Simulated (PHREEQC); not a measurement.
Solution (70 °C): 21 mmol/kgw Cd(NO3)2, 0.11 mmol/kgw K2SO4 and 3.4 mmol/kgw Fe(NO3)3. Closed to the air; pH follows from the charge balance.

All values are PHREEQC results (ion-association model, phreeqc.dat), not measurements.

Each row changes one thing in this solution. No solid was allowed to form.

```tsv
case	pH	ionic strength (mol/kgw)	FeOH+2 (mol/kgw)	Fe(OH)2+ (mol/kgw)	CdNO3+ (mol/kgw)	Fe+3 (mol/kgw)	SI of Jarosite-K (KFe3(SO4)2(OH)6)	SI of Goethite (FeOOH)
as made	2.52	0.0768	0.00222	0.000515	0.000305	0.000225	+0.63	+5.55
diluted 5-fold with water	3.04	0.0150	0.000321	0.000348	2.01e-5	7.52e-6	-0.93	+5.95
Cd(NO3)2 from 0.021 to 0.21 mol/kgw	2.59	0.617	0.00241	0.000357	0.0138	0.000254	-1.17	+5.38
0.012 mol/kgw NaHCO3 added	5.84	0.0753	4.99e-6	0.00245	0.000295	2.39e-10	+3.01	+9.55
temperature from 70 to 65 °C	2.53	0.0770	0.00219	0.000453	0.000344	0.000268	+0.67	+5.53
K2SO4 from 0.00011 to 0.00022 mol/kgw	2.52	0.0769	0.00221	0.000516	0.000305	0.000222	+1.54	+5.55
```

Complexes and solids missing from the database can't appear. Some of these states are supersaturated (in Jarosite-K, Hematite (slow to form), Goethite (slow to form), for instance). At this temperature some constants are extrapolated from 25 °C, and those without enthalpy data are left unchanged.
